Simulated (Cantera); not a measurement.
A Cantera script and its output.

```python
import numpy as np
import cantera as ct

gas = ct.Solution("gri30.yaml")
gas.TPX = 1375, 13332, {'N2O': 1, 'H2': 0.003, 'N2': 1.3}
reactor = ct.IdealGasConstPressureReactor(gas, energy="off", clone=False)
net = ct.ReactorNet([reactor])
net.rtol, net.atol = 1e-08, 1e-18
show = ['N2O', 'H2', 'O', 'H', 'HO2', 'N2']
times = np.geomspace(0.0003, 50, 9)

steps = ct.SolutionArray(gas, extra=["t"])
rows = []
print(f"{'t/s':>10s}{'T/K':>9s}{'P/Pa':>11s}" + "".join(f"{s:>11s}" for s in show))
for t in times:
    while net.time < t:
        t_next = net.step()
        steps.append(gas.state, t=t_next)
    rows.append([np.interp(t, steps.t, y) for y in (steps.T, steps.P, *steps(*show).X.T)])
    print(f"{t:10.3e}{rows[-1][0]:9.1f}{rows[-1][1]:11.4g}" + "".join(f"{x:11.3e}" for x in rows[-1][2:]))
rate = np.gradient(steps.T, steps.t)
print("integrator steps:", len(steps.t))
if steps.T.max() > steps.T[0] + 200:
    print(f"time of steepest temperature rise: {steps.t[rate.argmax()]:.4e} s")
gas.TPX = 1375, 13332, {'N2O': 1, 'H2': 0.003, 'N2': 1.3}
gas.equilibrate("TP")
print(f"equilibrium (TP): T = {gas.T:.1f} K  " + "  ".join(f"{s} {gas[s].X[0]:.3e}" for s in show))
```

It prints:

```
       t/s      T/K       P/Pa        N2O         H2          O          H        HO2         N2
 3.000e-04   1375.0  1.333e+04  4.340e-01  1.286e-03  1.713e-05  4.808e-07  7.184e-07  5.646e-01
 1.349e-03   1375.0  1.333e+04  4.330e-01  1.102e-03  1.717e-05  1.149e-06  6.853e-06  5.652e-01
 6.062e-03   1375.0  1.333e+04  4.286e-01  4.116e-04  1.804e-05  4.418e-07  5.382e-06  5.678e-01
 2.725e-02   1375.0  1.333e+04  4.123e-01  2.367e-05  1.842e-05  3.803e-08  1.138e-06  5.765e-01
 1.225e-01   1375.0  1.333e+04  3.489e-01  3.291e-08  1.826e-05  2.517e-08  2.494e-07  6.092e-01
 5.505e-01   1375.0  1.333e+04  1.733e-01  3.540e-08  1.730e-05  3.270e-08  4.785e-08  7.003e-01
 2.475e+00   1375.0  1.333e+04  1.363e-02  2.571e-08  8.647e-06  1.772e-08  7.623e-09  7.841e-01
 1.112e+01   1375.0  1.333e+04  1.238e-05  2.372e-09  6.877e-07  4.671e-10  3.543e-09  7.919e-01
 5.000e+01   1375.0  1.333e+04  9.411e-07  2.342e-09  6.783e-07  4.582e-10  3.541e-09  7.919e-01
integrator steps: 1895
equilibrium (TP): T = 1375.0 K  N2O 1.416e-08  H2 2.138e-09  O 7.395e-07  H 4.369e-10  HO2 4.044e-09  N2 8.207e-01
```

Cantera simulation using GRI-Mech 3.0 (53 species, 325 reactions); the numbers are that mechanism's predictions, not measurements. GRI-Mech 3.0 was tuned for natural gas; its chemistry of N2O as a main component is partial and can be far from experiment. The mechanism lacks the step 2 NO + O2 → 2 NO2, which can matter for NO2 below about 1400 K. The temperature is held fixed by assumption; the heat of reaction is taken as removed at once.
